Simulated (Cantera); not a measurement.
Cantera run, input and output.

```python
import numpy as np
import cantera as ct

gas = ct.Solution("gri30.yaml")
gas.TPX = 525, 14000, {'C2H4': 1, 'O2': 2.5, 'N2': 9.4, 'CO2': 0.3}
flame = ct.FreeFlame(gas, width=0.16)
flame.set_refine_criteria(ratio=3, slope=0.08, curve=0.16)
flame.transport_model = "unity-Lewis-number"
flame.solve(loglevel=0, auto=True)
z, T = flame.grid, flame.T
thick = (T[-1] - T[0]) / np.gradient(T, z).max()
show = ['C2H4', 'O2', 'CO2', 'H2O2', 'H', 'HO2']
print(f"laminar burning velocity  {flame.velocity[0] * 100:.3f} cm/s")
print(f"burnt temperature         {T[-1]:.1f} K")
print(f"thermal thickness         {thick * 1e3:.4f} mm")
print(f"grid points               {len(z)}")
z0 = z[flame.heat_release_rate.argmax()]
print(f"{'z/mm':>9s}{'T/K':>9s}{'u/(m/s)':>9s}" + "".join(f"{s:>11s}" for s in show))
rows = []
for k in (-3, -2, -1.5, -1, -0.5, -0.25, 0, 0.25, 0.5, 1, 2, 4, 8):
    zz = z0 + k * thick
    rows.append([k * thick, np.interp(zz, z, T), np.interp(zz, z, flame.velocity),
                 *(np.interp(zz, z, flame.X[gas.species_index(s)]) for s in show)])
    print(f"{rows[-1][0] * 1e3:9.3f}{rows[-1][1]:9.1f}{rows[-1][2]:9.3f}" + "".join(f"{x:11.3e}" for x in rows[-1][3:]))
```

It prints:

```
laminar burning velocity  157.566 cm/s
burnt temperature         2360.3 K
thermal thickness         1.7402 mm
grid points               147
     z/mm      T/K  u/(m/s)       C2H4         O2        CO2       H2O2          H        HO2
   -5.221    525.0    1.576  7.576e-02  1.894e-01  2.273e-02  2.469e-08  1.861e-13  1.393e-07
   -3.480    525.6    1.577  7.572e-02  1.893e-01  2.274e-02  3.708e-07  2.612e-11  2.084e-06
   -2.610    528.5    1.586  7.556e-02  1.890e-01  2.278e-02  2.153e-06  6.326e-10  1.204e-05
   -1.740    559.7    1.682  7.382e-02  1.859e-01  2.324e-02  1.856e-05  4.657e-08  1.087e-04
   -0.870    930.3    2.850  5.192e-02  1.467e-01  2.926e-02  7.961e-05  1.487e-04  6.111e-04
   -0.435   1372.0    4.321  2.412e-02  9.657e-02  3.802e-02  3.148e-05  2.122e-03  4.458e-04
    0.000   1740.6    5.615  4.752e-03  5.281e-02  4.854e-02  6.160e-07  7.698e-03  8.738e-05
    0.435   1906.4    6.198  3.270e-04  2.974e-02  5.865e-02  8.050e-08  1.469e-02  8.520e-06
    0.870   1943.2    6.322  1.075e-05  2.149e-02  6.663e-02  4.459e-08  1.932e-02  1.289e-06
    1.740   1959.7    6.373  9.321e-09  1.751e-02  7.522e-02  4.198e-08  2.288e-02  7.417e-07
    3.480   1976.9    6.422  6.017e-13  1.603e-02  7.962e-02  3.927e-08  2.368e-02  6.764e-07
    6.961   2001.5    6.489  5.094e-17  1.529e-02  8.091e-02  3.561e-08  2.232e-02  6.357e-07
   13.922   2040.9    6.597  1.233e-22  1.434e-02  8.200e-02  3.056e-08  1.974e-02  5.849e-07
```

Computed with Cantera and GRI-Mech 3.0 (53 species, 325 reactions). GRI-Mech 3.0 was tuned for natural gas; its chemistry of ethylene as a main component is partial and can be far from experiment. Unity Lewis numbers drop preferential diffusion, which matters most where H2 and H carry the flame. Burning velocities carry a grid error of a few per cent, more on coarse grids.
